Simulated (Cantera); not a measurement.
Source: NASA polynomial tables (part measured, part estimated), evaluated in Cantera. Values are per mole of reaction as written; species without (g) are pure solids or liquids, kept so even where they would boil at 1 bar.

F(g) + 2 Cu(OH)2 → HF(g) + 3 OH(g) + Cu2O

| T (K) | ΔH° (kJ) | ΔS° (J/K) | ΔG° (kJ) | log10 K |
|---|---|---|---|---|
| 300 | … | … | … | … |
| 973 | 464.3 | 389.5 | 85.3 | -4.58 |
| 1023 | 461.5 | 386.7 | 65.9 | -3.36 |
| 1073 | 458.6 | 384.0 | 46.6 | -2.27 |
| 1123 | 455.9 | 381.5 | 27.5 | -1.28 |
| 1173 | 453.2 | 379.1 | 8.5 | -0.38 |
| 1223 | 450.6 | 377.0 | -10.4 | 0.45 |
| 1273 | … | … | … | … |

Q: Some entries are withheld; supply them.

A: 
- 300, ΔH° (kJ): 496.1
- 300, ΔS° (J/K): 441.7
- 300, ΔG° (kJ): 363.6
- 300, log10 K: -63.30
- 1273, ΔH° (kJ): 448.1
- 1273, ΔS° (J/K): 375.0
- 1273, ΔG° (kJ): -29.2
- 1273, log10 K: 1.20
